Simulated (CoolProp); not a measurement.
Vapour-liquid equilibrium of dimethyl ether (1) + R236FA (2) at 7.68 bar; x and y are mole fractions of (1).

The numbers come from the multi-fluid Helmholtz-energy mixture model, Wu 2011 and Pan 2012; pair parameters Bell 2016 in CoolProp.

```
x     bubble temperature, mixture model (K)  bubble temperature, Raoult's law (K)  y, mixture model  y, Raoult's law
----  -------------------------------------  ------------------------------------  ----------------  ---------------
0.05                                  333.3                                 331.7             0.053            0.091
0.2                                     ___                                 326.9             0.229            0.326
0.35                                  330.1                                 322.6             0.423            0.514
0.5                                   326.4                                 318.6             0.619            0.666
0.65                                  321.2                                 315.0             0.789            0.790
0.8                                     ___                                 311.7             0.913            0.891
0.95                                  309.3                                 308.6               ___            0.975
```

### Question
What belongs in the gaps?

### Answer

- 0.2, bubble temperature, mixture model (K): 332.3
- 0.8, bubble temperature, mixture model (K): 315.2
- 0.95, y, mixture model: 0.985

The largest gap from Raoult's law is +7.8 K in bubble temperature, at x = 0.5. No azeotrope shows between x = 0.05 and 0.95.

The pair parameters rest on a limited set of measurements; away from them the model extrapolates.
